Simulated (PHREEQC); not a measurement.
Solution (25 °C): 0.056 mol/kgw HF, 0.02 mol/kgw CsF and 0.8 mol/kgw H3PO4. Closed to the air; pH follows from the charge balance.

All values are PHREEQC results (ion-association model, wateq4f.dat), not measurements.

Each row changes one thing in this solution. Precipitation was switched off in this run.

```
case                                        pH  ionic strength (mol/kgw)  H3PO4 (mol/kgw)  H2PO4- (mol/kgw)  HF (mol/kgw)  H2F2 (mol/kgw)
----------------------------------------  ----  ------------------------  ---------------  ----------------  ------------  --------------
as made                                   1.19                    0.0975            0.703            0.0966        0.0573         0.00876
HF replaced by NH4F at the same molality  1.33                     0.133            0.669             0.131        0.0569         0.00871
temperature from 25 to 15 °C              1.17                     0.103            0.698             0.102        0.0533          0.0108
HF replaced by KF at the same molality    1.33                     0.133            0.669             0.131        0.0569         0.00871
HF left out                               1.20                    0.0972            0.703            0.0969        0.0180        0.000862
diluted 2-fold with water                 1.34                    0.0636            0.337            0.0630        0.0319         0.00269
```

wateq4f.dat counts part of the HF as a dimer, H2F2, which phreeqc.dat doesn't know; its constant is uncertain. H3PO4, which wateq4f.dat lacks, is added to it with the constant of phreeqc.dat.
